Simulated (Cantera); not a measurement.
Cantera run, input and output.

```python
import numpy as np
import cantera as ct

gas = ct.Solution("gri30.yaml")
gas.TPX = 1873, 42000, {'NO': 1, 'N2': 3.9}
reactor = ct.IdealGasConstPressureReactor(gas, energy="off", clone=False)
net = ct.ReactorNet([reactor])
net.rtol, net.atol = 1e-08, 1e-18
show = ['NO', 'O2', 'O', 'N2', 'N2O', 'NO2']
times = np.geomspace(2e-05, 20, 9)

steps = ct.SolutionArray(gas, extra=["t"])
rows = []
print(f"{'t/s':>10s}{'T/K':>9s}{'P/Pa':>11s}" + "".join(f"{s:>11s}" for s in show))
for t in times:
    while net.time < t:
        t_next = net.step()
        steps.append(gas.state, t=t_next)
    rows.append([np.interp(t, steps.t, y) for y in (steps.T, steps.P, *steps(*show).X.T)])
    print(f"{t:10.3e}{rows[-1][0]:9.1f}{rows[-1][1]:11.4g}" + "".join(f"{x:11.3e}" for x in rows[-1][2:]))
rate = np.gradient(steps.T, steps.t)
print("integrator steps:", len(steps.t))
if steps.T.max() > steps.T[0] + 200:
    print(f"time of steepest temperature rise: {steps.t[rate.argmax()]:.4e} s")
gas.TPX = 1873, 42000, {'NO': 1, 'N2': 3.9}
gas.equilibrate("TP")
print(f"equilibrium (TP): T = {gas.T:.1f} K  " + "  ".join(f"{s} {gas[s].X[0]:.3e}" for s in show))
```

Result:

```
       t/s      T/K       P/Pa         NO         O2          O         N2        N2O        NO2
 2.000e-05   1873.0    4.2e+04  2.041e-01  1.004e-10  1.468e-07  7.959e-01  1.512e-07  5.605e-09
 1.125e-04   1873.0    4.2e+04  2.041e-01  2.931e-09  7.228e-07  7.959e-01  8.341e-07  1.505e-07
 6.325e-04   1873.0    4.2e+04  2.041e-01  8.436e-08  2.886e-06  7.959e-01  4.222e-06  2.461e-06
 3.557e-03   1873.0    4.2e+04  2.040e-01  5.317e-06  1.335e-05  7.959e-01  1.404e-05  1.930e-05
 2.000e-02   1873.0    4.2e+04  2.037e-01  1.385e-04  2.116e-05  7.961e-01  1.792e-05  3.262e-05
 1.125e-01   1873.0    4.2e+04  2.020e-01  9.623e-04  2.365e-05  7.969e-01  1.759e-05  3.659e-05
 6.325e-01   1873.0    4.2e+04  1.927e-01  5.595e-03  3.434e-05  8.016e-01  1.588e-05  5.226e-05
 3.557e+00   1873.0    4.2e+04  1.463e-01  2.876e-02  6.503e-05  8.248e-01  8.977e-06  7.769e-05
 2.000e+01   1873.0    4.2e+04  3.827e-02  8.281e-02  1.061e-04  8.788e-01  7.211e-07  3.374e-05
integrator steps: 746
equilibrium (TP): T = 1873.0 K  NO 3.898e-03  O2 1.000e-01  O 1.160e-04  N2 8.960e-01  N2O 1.533e-07  NO2 3.771e-06
```

Cantera simulation using GRI-Mech 3.0 (53 species, 325 reactions); the numbers are that mechanism's predictions, not measurements.
